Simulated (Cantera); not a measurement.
Mixture: CH4 : O2 : N2 = 1 : 1.54 : 5.78 (molar parts), at 1000000 Pa, adiabatic and at constant volume. Ignition delay is the time to a rise of 400 K.

Model: GRI-Mech 3.0 (53 species, 325 reactions), integrated in Cantera.

Question: What does this change do: N2 5.78 to 9.3 parts?

Answer: 
```csv
quantity,before,after
delay at 1150 K,9.71 ms,14.9 ms
delay at 1300 K,1.56 ms,2.49 ms
delay at 1450 K,0.316 ms,0.507 ms
delay at 1600 K,76.3 µs,0.119 ms
delay at 1750 K,22.2 µs,32.8 µs
apparent activation energy between 1675 and 1825 K,190 kJ/mol,200 kJ/mol
```
